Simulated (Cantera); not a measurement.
Input: 1 mol PbF₂, a varied amount of H₂, equilibrated at 1075 °C and 100 Torr.

Method: chemical equilibrium by Gibbs-energy minimisation in Cantera with the NASA 1993 tables (ideal gas, pure condensed phases). Candidate condensed phases: Pb, PbF₂; 16 gas species. The numbers say what is thermodynamically allowed, not how fast it happens.

x: gas mole fraction; nothing condenses.

```csv
n(H₂) (mol),x H₂,x HF,x Pb,x PbF,x H,x Pb₂,x PbF₂
26,0.893,0.0714,0.0357,2.32e-5,5.99e-6,5.04e-6,5.20e-7
33,0.914,0.0571,0.0286,1.47e-5,6.06e-6,3.23e-6,2.60e-7
42,0.932,0.0454,0.0227,9.22e-6,6.12e-6,2.04e-6,1.29e-7
53,0.945,0.0364,0.0182,5.86e-6,6.16e-6,1.31e-6,6.49e-8
67,0.957,…,…,…,6.20e-6,…,…
84,0.965,0.0233,0.0116,2.37e-6,6.22e-6,5.35e-7,1.66e-8
110,0.973,0.0179,0.00893,1.39e-6,6.25e-6,3.15e-7,7.47e-9
130,0.977,0.0152,0.00757,1.00e-6,6.26e-6,2.27e-7,4.54e-9
170,0.983,0.0116,0.00581,5.88e-7,6.28e-6,1.34e-7,2.04e-9
210,0.986,0.00943,0.00472,3.86e-7,6.29e-6,8.80e-8,1.09e-9
270,0.989,…,…,…,6.30e-6,…,…
340,0.991,0.00585,0.00292,1.48e-7,6.31e-6,3.38e-8,2.58e-10
```

### Question
Some entries are withheld; supply them.

### Answer

- 270, x HF: 0.00735
- 270, x Pb: 0.00368
- 270, x PbF: 2.34e-7
- 270, x Pb₂: 5.35e-8
- 270, x PbF₂: 5.13e-10
- 67, x HF: 0.0290
- 67, x Pb: 0.0145
- 67, x PbF: 3.70e-6
- 67, x Pb₂: 8.31e-7
- 67, x PbF₂: 3.25e-8
